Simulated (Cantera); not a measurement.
An isothermal, constant-pressure homogeneous reactor starts with 25.6 % CH₄, 74.4 % CO₂, at 1300 K and 1350 Torr.

Detailed kinetics in Cantera: GRI-Mech 3.0 (53 species, 325 reactions).

Task: Predict: x(CH₄) at 20.0 s; x(CO₂) at 20.0 s; x(CO) at 20.0 s; x(CH₂CO) at 20.0 s; x(H₂O) at 20.0 s.

Result: 
- x(CH₄) at 20.0 s = 0.183 (gas-phase equilibrium 6.42e-6)
- x(CO₂) at 20.0 s = 0.646 (gas-phase equilibrium 0.185)
- x(CO) at 20.0 s = 0.0572 (gas-phase equilibrium 0.476)
- x(CH₂CO) at 20.0 s = 3.25e-6 (gas-phase equilibrium 4.49e-11)
- x(H₂O) at 20.0 s = 0.0562 (gas-phase equilibrium 0.138)
